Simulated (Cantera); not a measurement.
What does this Cantera script print?

```python
import numpy as np
import cantera as ct

gas_names = [...]  # 113 gases of nasa_gas.yaml made of C, H, O, Ti
cond_names = """
    C(gr) C6H6(L) C7H8(L) C8H18(L),n-octa H2O(s) H2O(L) Ti(a) Ti(b) Ti(L) TiC(s) TiC(L) TiO(a) TiO(b)
    TiO(L) TiO2(ru) TiO2(L) Ti2O3(a) Ti2O3(b) Ti2O3(L) Ti3O5(a) Ti3O5(b) Ti3O5(L) Ti4O7(s) Ti4O7(L)
""".split()


# ... load() reads the species with a 1 bar reference pressure and builds the phases ...
atoms = {
    'Ti(OiPr)4': {'Ti': 1, 'C': 12, 'H': 28, 'O': 4},
    'C3H8': {'C': 3, 'H': 8},
}
top_T = {'C(gr)': 4500}  # K; cautious upper limits of use, not melting points


# ... equilibrate(T, P, feed) seeds the gas with the atoms and calls Mixture.equilibrate('TP', solver="vcs", rtol=1e-11, max_steps=5000) ...
results = []
feed = {'Ti(OiPr)4': 1, 'C3H8': 0.28}  # mol
P = 1000  # Pa
for T in [1075, 1175, 1275, 1375, 1475, 1575, 1675, 1775, 1875, 1975, 2075]:
    mix = equilibrate(T, P, feed)
    results.append((T, P, feed, dict(zip(mix.species_names, mix.species_moles))))

top = {s: max(r[3][s] / sum(r[3][g] for g in gas_names) for r in results) for s in gas_names}
cols = sorted((s for s in top if top[s] > 0.001), key=lambda s: -top[s])[:6]
seen = [c for c in cond_names if any(r[3].get(c, 0) > 1e-12 for r in results)]
print("log10 of partial pressures in bar; condensed amounts in mol")
print(f"{'T/K':>10s}" + "".join(f"{s[:9]:>10s}" for s in cols + seen))
for T, P, feed, n in results:
    ng = sum(n[g] for g in gas_names)
    print(f"{T:10.4g}" + "".join(f"{np.log10(max(n[s] / ng * P / 1e5, 1e-99)):10.3f}" for s in cols)
          + "".join(f"{n.get(c, 0):10.4g}" for c in seen))
```

Output:

```
log10 of partial pressures in bar; condensed amounts in mol
       T/K        H2        CO         H     C(gr)    TiC(s)  Ti3O5(b)  Ti4O7(s)
      1075    -2.060    -2.888    -8.864     10.59         0         0      0.25
      1175    -2.062    -2.874    -7.943      10.5         0    0.3333         0
      1275    -2.102    -2.679    -7.183     7.839         1         0         0
      1375    -2.102    -2.679    -6.516      7.84         1         0         0
      1475    -2.102    -2.679    -5.938      7.84         1         0         0
      1575    -2.102    -2.680    -5.432     7.839         1         0         0
      1675    -2.102    -2.680    -4.986     7.838         1         0         0
      1775    -2.103    -2.680    -4.590     7.836         1         0         0
      1875    -2.105    -2.681    -4.236      7.83         1         0         0
      1975    -2.108    -2.682    -3.918      7.82         1         0         0
      2075    -2.114    -2.685    -3.632     7.803         1         0         0
```

Equilibrium computed with Cantera from the NASA thermochemical tables; the gas is ideal and each condensed phase is pure. The feed counts by its element totals alone. TiC: taken at fixed stoichiometry. Condensed phases not in the tables: Magnéli phases beyond Ti4O7.
